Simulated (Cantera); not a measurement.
Cantera run:

```python
import numpy as np
import cantera as ct

gas_names = """
    Hg N NO NO2 NO3 N2 N2O O O2 O3
""".split()
cond_names = """
    Hg(cr) Hg(L) HgO(s)
""".split()


# ... load() reads the species with a 1 bar reference pressure and builds the phases ...
atoms = {
    'HgO': {'Hg': 1, 'O': 1},
    'N2': {'N': 2},
}
top_T = {}  # K; cautious upper limits of use, not melting points


# ... equilibrate(T, P, feed) seeds the gas with the atoms and calls Mixture.equilibrate('TP', solver="vcs", rtol=1e-11, max_steps=5000) ...
results = []
feed = {'HgO': 1, 'N2': 11}  # mol
T = 1148.15  # K
P = 13332.2  # Pa
mix = equilibrate(T, P, feed)
results.append((T, P, feed, dict(zip(mix.species_names, mix.species_moles))))
print(gas.report(threshold=0.0001))
for i in range(1, mix.n_phases):
    print(f"{mix.phase(i).name:16s} {mix.phase_moles(i):12.5e} mol")
```

It prints:

```
       temperature   1148.2 K
          pressure   13332 Pa
           density   0.058628 kg/m^3
  mean mol. weight   41.98 kg/kmol
   phase of matter   gas

                          1 kg             1 kmol
                     ---------------   ---------------
          enthalpy        7.2997e+05        3.0644e+07  J
   internal energy        5.0257e+05        2.1098e+07  J
           entropy            5989.4        2.5143e+05  J/K
    Gibbs function       -6.1468e+06       -2.5804e+08  J
 heat capacity c_p            773.64             32477  J/K
 heat capacity c_v            575.58             24163  J/K

                      mass frac. Y      mole frac. X     chem. pot. / RT
                     ---------------   ---------------   ---------------
                Hg           0.38227              0.08           -20.675
                N2           0.58723           0.87997           -27.374
                O2          0.030466           0.03997           -32.191
     [   +7 minor]        4.2834e-05        5.9816e-05

Hg(L)             0.00000e+00 mol
```

These are equilibrium values from Cantera (NASA tables, ideal gas, pure condensed phases), not measurements of a reactor.
